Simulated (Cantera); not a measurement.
A perfectly stirred reactor is fed with 76.8 % H2, 10.5 % O2, 12.6 % N2, equivalence ratio 3.6, at 0.350 bar; it is held at 1250 K, and followed from long to short residence time.

Cantera simulation using the H2/O2 subset of GRI-Mech 3.0, which has no nitrogen chemistry; the numbers are that mechanism's predictions, not measurements. The temperature is held fixed by assumption; the heat of reaction is taken as removed at once.

### Question
Predict: x(H2) at τ = 19.0 s; x(O2) at τ = 19.0 s; x(H) at τ = 19.0 s; x(HO2) at τ = 19.0 s; x(O) at τ = 19.0 s; x(H2) at τ = 95.0 ms; x(O2) at τ = 95.0 ms; x(H) at τ = 95.0 ms; x(HO2) at τ = 95.0 ms; x(O) at τ = 95.0 ms.

### Answer
```json
{
  "x(H2) at τ = 19.0 s": "0.623",
  "x(O2) at τ = 19.0 s": "1.74e-5",
  "x(H) at τ = 19.0 s": "0.000390",
  "x(HO2) at τ = 19.0 s": "9.53e-9",
  "x(O) at τ = 19.0 s": "4.47e-9",
  "x(H2) at τ = 95.0 ms": "0.619",
  "x(O2) at τ = 95.0 ms": "0.000249",
  "x(H) at τ = 95.0 ms": "0.00543",
  "x(HO2) at τ = 95.0 ms": "1.38e-7",
  "x(O) at τ = 95.0 ms": "8.94e-7"
}
```
